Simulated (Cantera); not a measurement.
An adiabatic, constant-pressure homogeneous reactor starts with 5.39 % CH4, 0.431 % C2H6, 19.8 % O2, 74.4 % N2, equivalence ratio 0.62, at 1375 K and 23.0 bar.

Computed with Cantera and GRI-Mech 3.0 (53 species, 325 reactions). The pressure lies above the range GRI-Mech 3.0 was tuned for (to about 10 atm).

One state of this run: T (K) = 2565; x CH4 = <1e-12; x C2H6 = <1e-12; x O2 = 0.0726; x CH2O = 1.61e-11; x H2 = 0.000730. x: mole fraction; the columns are a selection and need not sum to one.

Which value of t (s) does it belong to?
A) 3.61e-5
B) 0.000533
C) 1.47e-5
D) 6.00e-6

B, 0.000533
